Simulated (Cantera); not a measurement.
An adiabatic, constant-pressure homogeneous reactor starts with CO : H2 : O2 : N2 : H2O = 1 : 0.41 : 1.08 : 4.08 : 0.099 (molar parts), equivalence ratio 0.65, at 1275 K and 3750 Torr.

Detailed kinetics in Cantera: GRI-Mech 3.0 (53 species, 325 reactions). The hydrogen kinetics of GRI-Mech 3.0 are dated; newer H2 mechanisms differ, most at raised pressure.

Task: Predict: time of steepest temperature rise; temperature at 2.00 s; equilibrium temperature; x(CO) at 2.00 s; x(H2) at 2.00 s; x(O2) at 2.00 s; x(H2O2) at 2.00 s; x(CO2) at 2.00 s; x(N2O) at 2.00 s; x(OH) at 2.00 s.

Result: 
* **time of steepest temperature rise**: 13.9 µs
* **temperature at 2.00 s**: 2617 K
* **equilibrium temperature**: 2617 K
* **x(CO) at 2.00 s**: 0.0178 (gas-phase equilibrium 0.0178)
* **x(H2) at 2.00 s**: 0.00145 (gas-phase equilibrium 0.00145)
* **x(O2) at 2.00 s**: 0.0612 (gas-phase equilibrium 0.0612)
* **x(H2O2) at 2.00 s**: 3.86e-7 (gas-phase equilibrium 3.86e-7)
* **x(CO2) at 2.00 s**: 0.148 (gas-phase equilibrium 0.148)
* **x(N2O) at 2.00 s**: 1.60e-6 (gas-phase equilibrium 1.60e-6)
* **x(OH) at 2.00 s**: 0.00891 (gas-phase equilibrium 0.00891)
